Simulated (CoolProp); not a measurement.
Nitrous oxide at 356.18 K and 1.26 MPa is throttled through a valve to 0.431 MPa with no heat exchange. Each further row changes one setting.

Values from CoolProp's reference Helmholtz-energy equation of state, Lemmon 2006. It is a short technical equation, of lower accuracy than the large ones.

```csv
case,temperature change (K),final density (kg/m³)
as stated,-6.2,6.61
outlet pressure 0.129 MPa,-8.5,1.97
outlet pressure 0.56 MPa,-5.2,8.60
```
